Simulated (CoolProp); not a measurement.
Vapour pressure (bar) of n-butane: the reference equation beside estimates from Tc = 425.1 K, pc = 37.96 bar, ω = 0.201. Clausius-Clapeyron is anchored at 237.3 K with a constant enthalpy of vaporisation of 24.13 kJ/mol.

Computed with CoolProp (reference Helmholtz-energy equation of state, Bücker 2006).

| T (K) | reference | Lee-Kesler | Clausius-Clapeyron | van der Waals | Redlich-Kwong | Soave-Redlich-Kwong | Peng-Robinson |
|---|---|---|---|---|---|---|---|
| 237.3 | 0.2095 | 0.2014 | 0.2095 | 2.145 | 0.3489 | 0.2039 | 0.2118 |
| 251.9 | 0.4272 | 0.4158 | 0.4257 | 3.066 | 0.6806 | 0.4189 | 0.4289 |
| 266.6 | 0.8001 | 0.7873 | 0.8035 | 4.236 | 1.218 | 0.7898 | 0.7998 |
| 281.2 | 1.386 | 1.376 | 1.414 | 5.663 | 2.019 | 1.377 | 1.382 |
| 295.8 | 2.260 | 2.259 | 2.353 | 7.379 | 3.154 | 2.258 | 2.252 |
| 310.5 | 3.512 | 3.526 | 3.744 | 9.418 | 4.703 | 3.526 | 3.501 |
| 325.1 | 5.215 | 5.246 | 5.697 | 11.77 | 6.713 | 5.258 | 5.205 |
| 339.8 | 7.485 | 7.535 | 8.382 | 14.49 | 9.277 | 7.574 | 7.485 |
| 354.4 | 10.39 | 10.46 | 11.92 | 17.56 | 12.42 | 10.55 | 10.42 |
| 369 | 14.06 | 14.13 | 16.48 | 21.00 | 16.23 | 14.30 | 14.13 |
| 383.7 | 18.64 | 18.72 | 22.27 | 24.86 | 20.78 | 18.97 | 18.77 |
| 398.3 | 24.23 | 24.31 | 29.38 | 29.10 | 26.07 | 24.61 | 24.42 |

Absolute difference from the reference over all 12 rows, mean and median: Lee-Kesler 1.0 and 0.6 %, Clausius-Clapeyron 9.0 and 7.9 %, van der Waals 255.4 and 146.9 %, Redlich-Kwong 33.7 and 31.3 %, Soave-Redlich-Kwong 1.3 and 1.4 %, Peng-Robinson 0.4 and 0.3 %.
